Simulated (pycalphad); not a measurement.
Source of the numbers: pycalphad with the COST 507 light-alloy database (1999); pressure 1 atm. These are 1990s assessments: newer ones move some temperatures and phases. The system is extrapolated from its subsystems; higher-order compounds may be missing.

Problem. How does the equilibrium phase assembly of Al-8.91Fe-3.16Si-2.16Mn (at.%) change on cooling from 1850 K to 500 K?

Solution. 
| T (K) | phases above | phases below |
|---|---|---|
| 1260.4 | LIQUID | AL13FE4 + LIQUID |
| 975.7 | AL13FE4 + LIQUID | AL13FE4 + ALMNSI_ALPHA + LIQUID |
| 903.7 | AL13FE4 + ALMNSI_ALPHA + LIQUID | AL13FE4 + AL6MN + ALMNSI_ALPHA + LIQUID |
| 898 ± 5 | AL13FE4 + AL6MN + ALMNSI_ALPHA + LIQUID | AL6MN + ALFESI_ALPHA + ALMNSI_ALPHA + FCC_A1 |
| 708 ± 6 | AL6MN + ALFESI_ALPHA + ALMNSI_ALPHA + FCC_A1 | AL6MN + ALFESI_ALPHA + ALFESI_BETA + FCC_A1 |
Changes were sought between steps of 75 K, so a narrower field can be missed.

Database names, with the compositions (at.%) that they take in these runs: AL13FE4: Al 76 Fe 21-23 Mn 1-3; ALMNSI_ALPHA: Al 71 Mn 17 Si 12; ALFESI_ALPHA: Al 71-73 Fe 19 Si 8-10; AL6MN: Al 86 Fe 8 Mn 6; ALFESI_BETA: Al 70 Fe 15 Si 15. FCC_A1 is fcc.
